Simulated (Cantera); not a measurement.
Input: 1 mol H2O, 4.2 mol H2, 46 mol N2, at 2148.15 K and 14.0 Pa.

Method: chemical equilibrium by Gibbs-energy minimisation in Cantera with the NASA 1993 tables (ideal gas, pure condensed phases). Candidate condensed phases: H2O; 24 gas species. Equilibrium is a limit: real reactors are often held back by kinetics, nucleation or transport.

Base state: N2 0.860, H 0.0757, H2 0.0461, H2O 0.0121, O 0.00296, OH 0.00255, NO 0.000462, O2 0.000329 (mole fractions); condensed: gas only.

What changes in the equilibrium state with this change: temperature from 2148.15 K to 1098.15 K?


```csv
species,before,after
N2,0.860,0.898
H2,0.0461,0.0820
H2O,0.0121,0.0195
H,0.0757,6.01e-7
O,0.00296,<1e-9
OH,0.00255,<1e-9
NO,0.000462,<1e-9
```
